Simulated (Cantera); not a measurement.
A jet of 6.19 % CH₄, 12.4 % O₂, 81.4 % N₂ at 300 K and 5900 Pa hits a platinum plate 5 cm away at a mass flux of 0.033 kg/m²/s; the plate temperature is set and raised in steps from an oxygen-covered start.

Computed with Cantera and Deutschmann's 1995 Pt surface mechanism with GRI-Mech 3.0 gas chemistry. Catalytic surfaces can have several steady states; this one follows from the mechanism file's or the stated starting coverage.

One state of this run: wall x CH₄ = 0.0158; wall x O₂ = 0.0257; wall x H₂O = 0.0859; wall x OH = 3.75e-7; wall x CO = 1.56e-5; wall x CO₂ = 0.0566; θ free Pt = 0.472; θ O* = 0.527; θ OH* = 0.00160; θ CO* = 1.23e-5. x: mole fraction at the wall; θ: surface coverage.

**Question.** Which value of plate T (K) does it belong to?
A. 1250
B. 1000
C. 1200
D. 1150

**Answer.** B, 1000
